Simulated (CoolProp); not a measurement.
Dry air along the isobar 22000 kPa: density (kg/m³) from the reference equation and from simpler models built on Tc = 132.5 K, pc = 3786 kPa, ω = 0.034; each cubic takes its own stable root.

Computed with CoolProp (reference Helmholtz-energy equation of state, Lemmon 2000). It is a pseudo-pure fit of the blend.

| T (K) | phase | reference |
|---|---|---|
| 70.8 | liquid | 948.1 |
| 95 | liquid | 860.1 |
| 119.2 | liquid | 766.9 |
| 143.4 | supercritical | 666.0 |
| 167.6 | supercritical | 560.6 |
| 191.8 | supercritical | 462.9 |
| 216 | supercritical | 385.4 |
| 240.2 | supercritical | 328.9 |
| 264.4 | supercritical | 287.7 |
| 288.6 | supercritical | 256.6 |
| 312.8 | supercritical | 232.4 |
| 337 | supercritical | 212.9 |

Task: How far does each simpler model (van der Waals, Redlich-Kwong, Soave-Redlich-Kwong) lie from the reference over these 12 states: mean and median of the absolute difference, and the worst?

Result: 
- van der Waals: mean 11.5 %, median 5.8 %, worst -28.0 % at 70.8 K and 22000 kPa
- Redlich-Kwong: mean 1.9 %, median 2.2 %, worst +3.7 % at 70.8 K and 22000 kPa
- Soave-Redlich-Kwong: mean 2.1 %, median 2.1 %, worst +3.3 % at 95 K and 22000 kPa
